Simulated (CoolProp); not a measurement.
Values from CoolProp's reference Helmholtz-energy equation of state, Akasaka 2015.

### Question
For R245fa, give the phase and the cv (kJ/(kg K)), speed of sound (m/s), Joule-Thomson coefficient (K/MPa) at 75.05 °C and 19.6 kPa.

### Answer
- 75.05 °C and 19.6 kPa: gas; cv 0.889, speed of sound 152, Joule-Thomson coefficient 16.5
